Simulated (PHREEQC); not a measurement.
3.6 g of hydrous ferric oxide (600 m²/g; 0.2 weak and 0.005 strong sites per Fe, Dzombak-Morel constants, diffuse double layer) in 1 kg of water with 0.01 mol/kgw of an inert sodium salt and 6.1 mmol/kgw Na2HAsO4, at 25 °C; the pH is set by adding NaOH or the inert anion's acid. Oxygen is held at 0.21 atm. No CO2 enters from the air. Nothing may precipitate in this run.

All values are PHREEQC results (ion-association model, wateq4f.dat), not measurements.

### Question
Predict surface charge σ (C/m²), surface potential ψ (mV) at pH = 3, 3.67, 5, 5.67, 6.33.

### Answer
```
pH    surface charge σ (C/m²)  surface potential ψ (mV)
----  -----------------------  ------------------------
3                       0.075                       109
3.67                    0.051                        91
5                       0.012                        33
5.67                   -0.001                        -2
6.33                   -0.013                       -35
```

Species that the database lacks are ignored. The oxide is taken as insoluble; below pH 4 it would dissolve.
